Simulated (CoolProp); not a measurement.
Vapour pressure (MPa) of carbonyl sulfide: the reference equation beside estimates from Tc = 378.8 K, pc = 6.369 MPa, ω = 0.098.

The numbers come from the reference Helmholtz-energy equation of state, Lemmon 2006 in CoolProp. It is a short technical equation, of lower accuracy than the large ones.

```tsv
T (K)	reference	Lee-Kesler	Redlich-Kwong	Peng-Robinson
179	[?]	[?]	0.006351	0.007948
192.1	0.01861	0.01827	[?]	0.01951
205.2	0.04098	0.04027	0.04093	0.04222
218.2	0.08072	0.07960	0.08394	0.08218
231.3	0.1466	0.1453	0.1565	0.1481
244.4	[?]	0.2469	0.2691	[?]
257.4	0.3949	0.3942	0.4315	[?]
270.5	0.6005	0.6009	0.6579	0.6002
283.6	0.8766	0.8783	[?]	0.8759
296.6	1.233	[?]	1.342	1.233
```

### Question
Some entries are withheld; supply them.

### Answer

- 179, reference: 0.007400
- 179, Lee-Kesler: 0.007293
- 192.1, Redlich-Kwong: 0.01748
- 244.4, reference: 0.2482
- 244.4, Peng-Robinson: 0.2493
- 257.4, Peng-Robinson: 0.3953
- 283.6, Redlich-Kwong: 0.9589
- 296.6, Lee-Kesler: 1.236

Absolute difference from the reference over all 10 rows, mean and median: Lee-Kesler 0.8 and 0.7 %, Redlich-Kwong 7.7 and 8.6 %, Peng-Robinson 1.9 and 0.7 %.
